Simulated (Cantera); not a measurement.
A perfectly stirred reactor is fed with CH4 : CO2 : H2O = 1 : 1.7 : 0.035 (molar parts), at 4.20 bar; it is held at 1925 K, and followed from long to short residence time.

Cantera simulation using GRI-Mech 3.0 (53 species, 325 reactions); the numbers are that mechanism's predictions, not measurements.

x: mole fraction; the columns are a selection and need not sum to one.

```csv
τ (s),x CH4,x CO2,x H2O,x C2H4,x C2H6,x H2
25,0.000233,0.0433,0.112,(withheld),1.45e-9,0.317
5.4,0.000908,0.0438,0.113,(withheld),2.21e-8,0.316
1.2,0.00277,0.0457,0.116,(withheld),2.08e-7,0.310
0.26,0.00685,0.0527,0.127,(withheld),1.34e-6,0.293
0.057,0.0141,0.0727,0.155,(withheld),6.50e-6,0.255
0.012,0.0266,0.119,0.194,(withheld),2.88e-5,0.197
0.0027,0.0508,0.207,0.205,(withheld),0.000117,0.153
0.00060,0.113,0.362,0.137,(withheld),0.000445,0.148
0.00013,0.217,0.520,0.0465,(withheld),0.00130,0.119
```

### Question
Complete the blanks.

### Answer

- 25, x C2H4: 1.33e-7
- 5.4, x C2H4: 1.98e-6
- 1.2, x C2H4: 1.77e-5
- 0.26, x C2H4: 9.64e-5
- 0.057, x C2H4: 0.000306
- 0.012, x C2H4: 0.000675
- 0.0027, x C2H4: 0.00146
- 0.00060, x C2H4: 0.00405
- 0.00013, x C2H4: 0.00971
